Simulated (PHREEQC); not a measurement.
Model water analysis in mg/kgw, 25 °C, pH 8.29, pe 12.4: Na 14; K 10.4; Ca 6.44; Mg 6.41; Cl 12.1; S(6) as SO4 28.6; Alkalinity as HCO3 48.9; Cu(2) 2.8.

Valence states are taken as typed.

The numbers come from PHREEQC with the ion-association model, wateq4f.dat.

No solid was allowed to form.

Q: Estimate the ionic strength, charge-balance error.

A: ionic strength 0.00233 mol/kgw; charge-balance error 2.2 %.

Q: In which forms is Mg present?

A: Mg+2 95 %, MgSO4 4.1 %, MgHCO3+ 0.6 % of the Mg.

The solution is supersaturated, for example in Malachite, Cu(OH)2, so a real one may precipitate; this is no full list. Species that the database lacks are ignored. The database's constant for dissolved Cu(OH)2 is higher than later reviews accept.
